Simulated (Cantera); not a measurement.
A perfectly stirred reactor is fed with NO : N2 = 1 : 4.3 (molar parts), at 100.0 Torr; it is held at 2025 K, and followed from long to short residence time.

Cantera simulation using GRI-Mech 3.0 (53 species, 325 reactions); the numbers are that mechanism's predictions, not measurements.

Task: What does this change do: temperature 2025 to 1400 K?

Result: 
```
quantity                 before     after
---------------------  --------  --------
x(NO) at τ = 0.660 s      0.169     0.189
x(N2O) at τ = 0.660 s   1.24e-5   4.28e-6
x(O2) at τ = 0.660 s    0.00969   9.19e-7
x(O) at τ = 0.660 s    0.000259   3.41e-8
x(N2) at τ = 0.660 s      0.821     0.811
x(NO) at τ = 23.0 ms      0.188     0.189
x(N2O) at τ = 23.0 ms   1.47e-5   2.46e-7
x(O2) at τ = 23.0 ms   0.000188  4.88e-10
x(O) at τ = 23.0 ms    0.000109   1.17e-8
x(N2) at τ = 23.0 ms      0.812     0.811
```

Task: What does this change do: temperature 2025 to 2100 K?

Result: 
```csv
quantity,before,after
x(NO) at τ = 0.660 s,0.169,0.144
x(N2O) at τ = 0.660 s,1.24e-5,9.03e-6
x(O2) at τ = 0.660 s,0.00969,0.0218
x(O) at τ = 0.660 s,0.000259,0.000610
x(N2) at τ = 0.660 s,0.821,0.833
x(NO) at τ = 23.0 ms,0.188,0.188
x(N2O) at τ = 23.0 ms,1.47e-5,1.57e-5
x(O2) at τ = 23.0 ms,0.000188,0.000408
x(O) at τ = 23.0 ms,0.000109,0.000202
x(N2) at τ = 23.0 ms,0.812,0.812
```
